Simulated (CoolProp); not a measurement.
Properties of nitrous oxide along the isotherm 387.9 K.

Values from CoolProp's reference Helmholtz-energy equation of state, Lemmon 2006. It is a short technical equation, of lower accuracy than the large ones.

```csv
p (bar),phase,cv (kJ/(kg K)),expansivity (1/kK)
11.3,gas,0.7782,2.821
22.6,gas,0.7864,3.093
34,gas,0.7951,3.404
45.3,gas,0.8040,3.752
56.6,gas,0.8133,4.147
67.9,gas,0.8228,4.594
79.2,supercritical,0.8326,5.098
90.6,supercritical,0.8427,5.667
102,supercritical,0.8529,6.290
113,supercritical,0.8626,6.928
125,supercritical,0.8728,7.634
136,supercritical,0.8815,8.241
147,supercritical,0.8894,8.756
158,supercritical,0.8960,9.126
170,supercritical,0.9018,9.322
181,supercritical,0.9057,9.306
```
